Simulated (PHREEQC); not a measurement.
## Polishing slurry liquid (model solution)

Consider water at 20 °C with 0.013 mol K2CO3, 6.1e-05 mol H4SiO4 and 0.19 mol KH2PO4 per kg of water. Closed to the air; pH follows from the charge balance.

All values are PHREEQC results (ion-association model, phreeqc.dat), not measurements.

No solid was allowed to form.

Question: What pH does the model give?

Answer: pH 5.88.

Question: In which forms is P present?

Answer: H2PO4- 88 %, HPO4-2 10 %, KHPO4- 1.2 % of the P.

Complexes and solids missing from the database can't appear.
